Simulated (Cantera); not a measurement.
## Moist CO burnout

An isothermal, constant-pressure homogeneous reactor starts with 0.459 % CO, 0.976 % O2, 0.918 % H2O, 97.6 % N2, equivalence ratio 0.24, at 1225 K and 101000 Pa.

Computed with Cantera and GRI-Mech 3.0 (53 species, 325 reactions).

| t (s) | x CO | x O2 | x H2O | x N2O | x H2 | x NO | x H |
|---|---|---|---|---|---|---|---|
| 6.00e-6 | 0.00459 | 0.00976 | 0.00918 | <1e-12 | <1e-12 | <1e-12 | <1e-12 |
| 3.30e-5 | 0.00459 | 0.00976 | 0.00918 | <1e-12 | <1e-12 | <1e-12 | 1.02e-12 |
| 0.000181 | 0.00459 | 0.00976 | 0.00918 | <1e-12 | 5.57e-12 | <1e-12 | 4.80e-11 |
| 0.000996 | 0.00459 | 0.00976 | 0.00918 | 1.67e-12 | 1.43e-9 | <1e-12 | 2.78e-9 |
| 0.00548 | 0.00324 | 0.00907 | 0.00900 | 1.00e-7 | 9.31e-5 | 1.94e-8 | 9.20e-5 |
| 0.0301 | 0.000147 | 0.00755 | 0.00918 | 3.87e-7 | 7.27e-6 | 9.69e-8 | 1.72e-6 |
| 0.165 | 4.08e-6 | 0.00749 | 0.00920 | 4.34e-7 | 2.37e-7 | 1.01e-7 | 1.26e-8 |
| 0.910 | 5.74e-8 | 0.00749 | 0.00920 | 3.16e-7 | 1.20e-8 | 1.03e-7 | 1.75e-10 |
| 5.00 | 2.34e-9 | 0.00749 | 0.00920 | 4.78e-8 | 3.00e-9 | 1.03e-7 | 2.32e-11 |
x: mole fraction; the columns are a selection and need not sum to one.

Equilibrium at this temperature and pressure: CO 1.65e-9, O2 0.00746, H2O 0.00920, N2O 3.86e-9, H2 2.25e-9, NO 4.98e-5, H 1.48e-11 (gas phase only).
